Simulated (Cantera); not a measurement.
## Diamond growth

A diamond (100) surface in a fixed gas of H2 with x(CH4) = 0.016, x(H) = 0.029, x(CH3) = 1.5e-05, 23.3 Torr; coverages are run to steady state.

Detailed kinetics in Cantera: the Harris–Goodwin 1993 mechanism for the reconstructed diamond (100) surface.

| T (K) | growth (µm/h) | θ c6HH | θ c6H* | θ c6*H | θ c6** | θ c6HM |
|---|---|---|---|---|---|---|
| 950 | 0.193 | 0.643 | 0.0143 | 0.335 | 0.00675 | 0.000349 |
| 1000 | 0.245 | 0.596 | 0.0185 | 0.375 | 0.00984 | 0.000280 |
| 1050 | 0.297 | 0.552 | 0.0231 | 0.411 | 0.0138 | 0.000224 |
| 1100 | 0.338 | 0.511 | 0.0281 | 0.442 | 0.0186 | 0.000174 |
| 1150 | 0.347 | 0.473 | 0.0333 | 0.469 | 0.0243 | 0.000124 |
| 1200 | 0.309 | 0.438 | 0.0387 | 0.492 | 0.0310 | 7.77e-5 |
| 1250 | 0.242 | 0.406 | 0.0441 | 0.511 | 0.0386 | 4.12e-5 |
| 1300 | 0.185 | 0.377 | 0.0495 | 0.527 | 0.0471 | 1.93e-5 |
| 1350 | 0.154 | 0.350 | 0.0548 | 0.539 | 0.0563 | 8.43e-6 |
| 1400 | 0.145 | 0.326 | 0.0600 | 0.547 | 0.0663 | 3.60e-6 |
θ: site fractions in the mechanism's names (c6HH fully hydrogenated, c6H* and c6*H radical sites, c6** diradical, c6HM methylated).
